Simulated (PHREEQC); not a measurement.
NaOH is added in steps, without added water, to 1 kg of water holding 0.085 mol HF and 0.2 mol KF, at 20 °C. Oxygen alone is held at its pressure in air (log pO2 = -0.68). No CO2 enters from the air. No solid was allowed to form.

Base run: PHREEQC, ion-association model, wateq4f.dat. Each further column changes one thing. The table gives pH.

```csv
NaOH added (mol),base,Debye-Hückel limiting law,database phreeqc.dat,metal-ligand complexes left out,Davies equation for every ion
0,3.56,3.50,3.47,3.56,3.59
0.005625,3.61,3.55,3.53,3.61,3.63
0.01125,3.65,3.59,3.58,3.66,3.68
0.0225,3.76,3.69,3.69,3.76,3.78
0.02813,3.81,3.74,3.75,3.82,3.84
0.03375,3.87,3.80,3.82,3.88,3.90
0.03938,3.94,3.87,3.89,3.94,3.96
0.05063,4.09,4.01,4.05,4.09,4.12
0.05625,4.18,4.10,4.14,4.19,4.21
0.06187,4.29,4.21,4.26,4.30,4.32
0.0675,4.42,4.35,4.40,4.43,4.45
0.07875,4.90,4.82,4.88,4.91,4.93
0.08438,5.91,5.83,5.90,5.93,5.95
0.09,11.70,11.60,11.70,11.70,11.74
```

 phreeqc.dat and wateq4f.dat share most of their constants, so their agreement is no independent check.
